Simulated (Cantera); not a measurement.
Si + HCl + H₂ + Cl₂ (chlorosilane synthesis and conversion)

A closed system holds: 1 mol Si, 4.3 mol HCl, 3.5 mol H₂, 2.2 mol Cl₂, held at 1100000 Pa.

Cantera equilibrium calculation (NASA polynomials, part measured and part estimated; ideal gas, pure solids and liquids). Candidate condensed phases: Si; 19 gas species. The tables' values for SiCl₃ are old estimates; treat these amounts as uncertain. The numbers say what is thermodynamically allowed, not how fast it happens.

From 573 K to 1573 K nothing is condensed. The main Si-bearing gas is SiCl₄ throughout.

```tsv
T (K)	log p HCl	log p H₂	log p SiCl₄	log p SiHCl₃
573	0.76	0.61	0.09	-4.92
673	0.76	0.61	0.09	-3.96
773	0.76	0.61	0.09	-3.27
873	0.76	0.61	0.09	-2.74
973	0.76	0.61	0.09	-2.32
1073	0.76	0.60	0.08	-1.98
1173	0.76	0.60	0.08	-1.71
1273	0.76	0.60	0.07	-1.48
1373	0.76	0.60	0.06	-1.30
1473	0.77	0.59	0.04	-1.16
1573	0.77	0.59	0.01	-1.05
```
log p: log10 of the partial pressure in bar; nothing condenses.
